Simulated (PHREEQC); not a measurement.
A solution holds 0.29 mol HF, 0.012 mol NH4F and 0.0036 mol H2SiF6 per kg of water, at 25 °C. Closed to the air; pH follows from the charge balance.

The numbers come from PHREEQC with the ion-association model, wateq4f.dat.

```tsv
quantity	before	after
pH	1.95	1.84
ionic strength (mol/kgw)	0.0283	0.0357
HF (mol/kgw)	0.154	0.155
H2F2 (mol/kgw)	0.0621	0.0636
HF2- (mol/kgw)	0.00651	0.00528
```

### Question
What was changed between the two runs?
A) diluted 10-fold with water
B) NH4F from 0.012 to 0.06 mol/kgw
C) NH4F from 0.012 to 0.0024 mol/kgw
D) temperature from 25 to 50 °C
E) H2SiF6 from 0.0036 to 0.0072 mol/kgw

### Answer
E, H2SiF6 from 0.0036 to 0.0072 mol/kgw

Precipitation was switched off in this run. wateq4f.dat counts part of the HF as a dimer, H2F2, which phreeqc.dat doesn't know; its constant is uncertain. SiF6-2 is the database's only silicon fluoride.
